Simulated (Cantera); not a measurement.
## CuO + F2 + O2 (oxide etching and cleaning by halides)

Input: 1 mol CuO, 0.78 mol F2, 0.51 mol O2, held at 1375 °C and 13.3 mbar.

These are equilibrium values from Cantera (NASA tables, ideal gas, pure condensed phases), not measurements of a reactor. Candidate condensed phases: Cu, CuF2, CuO, Cu2O; 13 gas species. The numbers say what is thermodynamically allowed, not how fast it happens.

```json
{
  "x(O2)": "0.500",
  "x(CuF2)": "0.271",
  "x(CuF)": "0.223",
  "x(F)": "0.00569",
  "x(O)": "0.000155",
  "x(Cu)": "2.13e-5",
  "gas_amount": "2.022 mol",
  "log10 activity of CuF2(l) (absent)": "-1.64",
  "log10 activity of Cu(l) (absent)": "-2.44"
}
```
